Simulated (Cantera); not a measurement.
Charge: 1 mol CH3SiCl3, 0.0059 mol C2H4, 260 mol H2, equilibrated at 1448.15 K and 1.00 bar.

Method: chemical equilibrium by Gibbs-energy minimisation in Cantera with the NASA 1993 tables (ideal gas, pure condensed phases). Candidate condensed phases: C, C6H6, C7H8, C8H18, Si, SiC; 109 gas species. The feed counts by its element totals alone. Rates play no part.

Base state: H2 0.989, HCl 0.0113, CH4 0.000119, SiCl2 6.38e-5 (mole fractions); condensed: SiC(s).

Problem. What changes in the equilibrium state with this change: CH3SiCl3 replaced by (CH3)2SiCl2?

Solution. 
| species | before | after |
|---|---|---|
| H2 | 0.989 | 0.989 |
| HCl | 0.0113 | 0.00760 |
| CH4 | 0.000119 | 0.00326 |
| SiCl2 | 6.38e-5 | 1.06e-6 |
| SiC(s), mol | 0.980 | 1.000 |
| C(graphite), mol | 0 | 0.150 |
